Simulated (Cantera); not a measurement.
A Cantera script and its output.

```python
import numpy as np
import cantera as ct

gas = ct.Solution("gri30.yaml")
gas.TPX = 450, 31000, {'CH4': 1, 'H2': 0.034, 'O2': 1.68, 'N2': 6.32}
flame = ct.FreeFlame(gas, width=0.091)
flame.set_refine_criteria(ratio=3, slope=0.08, curve=0.16)
flame.transport_model = "mixture-averaged"
flame.solve(loglevel=0, auto=True)
flame.transport_model = "multicomponent"
flame.soret_enabled = False
flame.solve(loglevel=0, refine_grid=True)
z, T = flame.grid, flame.T
thick = (T[-1] - T[0]) / np.gradient(T, z).max()
show = ['CH4', 'H2', 'O2', 'CH3', 'HO2', 'C2H6']
print(f"laminar burning velocity  {flame.velocity[0] * 100:.3f} cm/s")
print(f"burnt temperature         {T[-1]:.1f} K")
print(f"thermal thickness         {thick * 1e3:.4f} mm")
print(f"grid points               {len(z)}")
z0 = z[flame.heat_release_rate.argmax()]
print(f"{'z/mm':>9s}{'T/K':>9s}{'u/(m/s)':>9s}" + "".join(f"{s:>11s}" for s in show))
rows = []
for k in (-3, -2, -1.5, -1, -0.5, -0.25, 0, 0.25, 0.5, 1, 2, 4, 8):
    zz = z0 + k * thick
    rows.append([k * thick, np.interp(zz, z, T), np.interp(zz, z, flame.velocity),
                 *(np.interp(zz, z, flame.X[gas.species_index(s)]) for s in show)])
    print(f"{rows[-1][0] * 1e3:9.3f}{rows[-1][1]:9.1f}{rows[-1][2]:9.3f}" + "".join(f"{x:11.3e}" for x in rows[-1][3:]))
```

It prints:

```
laminar burning velocity  93.914 cm/s
burnt temperature         2210.7 K
thermal thickness         1.0261 mm
grid points               144
     z/mm      T/K  u/(m/s)        CH4         H2         O2        CH3        HO2       C2H6
   -3.078    450.1    0.940  1.106e-01  4.687e-03  1.858e-01  7.402e-09  3.224e-08  5.599e-09
   -2.052    451.1    0.944  1.103e-01  7.118e-03  1.853e-01  1.550e-07  8.035e-07  2.673e-07
   -1.539    456.9    0.960  1.096e-01  1.067e-02  1.843e-01  9.661e-07  5.305e-06  2.721e-06
   -1.026    521.6    1.106  1.052e-01  1.881e-02  1.792e-01  1.437e-05  4.914e-05  7.691e-05
   -0.513    971.6    2.104  7.487e-02  3.301e-02  1.435e-01  6.562e-04  7.078e-05  1.257e-03
   -0.257   1393.4    3.059  4.070e-02  3.997e-02  1.001e-01  3.358e-03  1.193e-04  1.233e-03
    0.000   1766.4    3.921  1.057e-02  4.158e-02  5.168e-02  3.586e-03  7.256e-05  1.253e-04
    0.257   1931.4    4.296  1.088e-03  3.627e-02  2.264e-02  7.326e-04  9.832e-06  1.176e-06
    0.513   1970.0    4.372  6.157e-05  3.221e-02  1.167e-02  5.365e-05  1.673e-06  3.557e-09
    1.026   1991.4    4.400  1.657e-07  3.136e-02  6.778e-03  1.705e-07  8.868e-07  4.048e-14
    2.052   2013.8    4.436  1.609e-11  3.190e-02  5.525e-03  1.906e-11  7.353e-07 -3.691e-17
    4.104   2044.4    4.493  1.287e-15  3.148e-02  4.705e-03  6.867e-15  6.235e-07  3.741e-18
    8.208   2085.8    4.571  1.048e-15  3.056e-02  3.647e-03  5.377e-15  4.855e-07 -1.373e-19
```

Detailed kinetics in Cantera: GRI-Mech 3.0 (53 species, 325 reactions). Burning velocities carry a grid error of a few per cent, more on coarse grids.
